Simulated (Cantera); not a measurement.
Input: 1 mol CS2, 0.004 mol SO2, a varied amount of O2, held at 2423 K and 4.50 bar.

Method: chemical equilibrium by Gibbs-energy minimisation in Cantera with the NASA 1993 tables (ideal gas, pure condensed phases). Candidate condensed phases: C, S; 22 gas species. The numbers say what is thermodynamically allowed, not how fast it happens.

Q: At 1.4 mol O2, list the 5 most abundant gas species with their mole fractions, and the condensed phases.

A: CO 0.282, SO2 0.261, S2 0.225, CO2 0.128, SO 0.0838. Condensed: gas only.
